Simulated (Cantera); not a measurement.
A perfectly stirred reactor is fed with CH₄ : H₂ = 1 : 21 (molar parts), at 0.435 Torr; it is held at 1925 K, and followed from long to short residence time.

Cantera simulation using GRI-Mech 3.0 (53 species, 325 reactions); the numbers are that mechanism's predictions, not measurements. GRI-Mech 3.0 stops at C3 and has no aromatics, soot or wall deposition, so with more carbon than oxygen in the feed, carbon stays in small species such as C2H2 where larger ones or solid carbon would form. Radical loss at walls, strong at low pressure, is not modelled.

Question: What does this change do: pressure from 0.435 Torr to 54.0 Torr?

Answer: 
| quantity | before | after |
|---|---|---|
| x(CH₄) at τ = 2.10 s | 0.0165 | 0.00250 |
| x(H₂) at τ = 2.10 s | 0.964 | 0.973 |
| x(H) at τ = 2.10 s | 0.00471 | 0.00343 |
| x(C₂H₂) at τ = 2.10 s | 0.0129 | 0.0204 |
| x(C₂H) at τ = 2.10 s | 9.05e-7 | 1.03e-6 |
| x(CH₄) at τ = 44.0 ms | 0.0449 | 0.0166 |
| x(H₂) at τ = 44.0 ms | 0.954 | 0.966 |
| x(H) at τ = 44.0 ms | 0.000509 | 0.00289 |
| x(C₂H₂) at τ = 44.0 ms | 1.31e-5 | 0.0132 |
| x(C₂H) at τ = 44.0 ms | 1.00e-10 | 5.67e-7 |

Question: What does this change do: H2 21 to 30 parts?

Answer: 
```
quantity                  before     after
----------------------  --------  --------
x(CH₄) at τ = 2.10 s      0.0165    0.0132
x(H₂) at τ = 2.10 s        0.964     0.972
x(H) at τ = 2.10 s       0.00471   0.00481
x(C₂H₂) at τ = 2.10 s     0.0129   0.00853
x(C₂H) at τ = 2.10 s     9.05e-7   6.05e-7
x(CH₄) at τ = 44.0 ms     0.0449    0.0320
x(H₂) at τ = 44.0 ms       0.954     0.967
x(H) at τ = 44.0 ms     0.000509  0.000419
x(C₂H₂) at τ = 44.0 ms   1.31e-5   4.27e-6
x(C₂H) at τ = 44.0 ms   1.00e-10  2.65e-11
```
